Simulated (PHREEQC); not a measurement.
Model water analysis in mmol/kgw, 20 °C, pH 7.17, pe 10.5: Na 54.9; K 19.2; Ca 1.69; Mg 18.9; Cl 109; S(6) 3.48; Alkalinity (meq/kgw) 1.26; F 0.0165; Sr 0.553.

Valence states are taken as typed.

Equilibrium calculation in PHREEQC: ion-association model, wateq4f.dat.

No solid was allowed to form.

Order these Ca species by the share of Ca that they hold, largest first: CaHCO3+, Ca+2, CaSO4.

Ca+2 (95 %), CaSO4 (4.6 %), CaHCO3+ (0.45 %)

The pH is 7.17 and the ionic strength 0.136 mol/kgw.
